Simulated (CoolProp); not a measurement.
Vapour-liquid equilibrium of isobutane (1) + n-butane (2) at 216.3 K; x and y are mole fractions of (1).

Values from CoolProp's multi-fluid Helmholtz-energy mixture model, Bücker 2006 and Bücker 2006; pair parameters Kunz 2012.

```csv
x,bubble pressure (MPa),y at the bubble point,dew pressure at overall composition x (MPa),liquid density (mol/L)
0.05,0.006433,0.089,0.006315,11.31
0.15,0.006955,0.245,0.006628,11.28
0.25,0.007470,0.379,0.006973,11.25
0.35,0.007980,?,0.007352,11.22
0.45,0.008487,?,?,?
0.55,0.008991,0.689,0.008243,11.16
0.65,?,0.770,0.008770,11.13
0.75,0.009997,0.844,0.009365,?
0.85,0.01050,0.911,0.01004,11.07
0.95,0.01100,?,?,11.05
```

Q: Fill in the missing entries.

A: 
- 0.35, y at the bubble point: 0.495
- 0.45, y at the bubble point: 0.598
- 0.45, dew pressure at overall composition x (MPa): 0.007774
- 0.45, liquid density (mol/L): 11.19
- 0.65, bubble pressure (MPa): 0.009495
- 0.75, liquid density (mol/L): 11.10
- 0.95, y at the bubble point: 0.972
- 0.95, dew pressure at overall composition x (MPa): 0.01082

No azeotrope shows between x = 0.05 and 0.95.

The pair parameters rest on a limited set of measurements; away from them the model extrapolates.
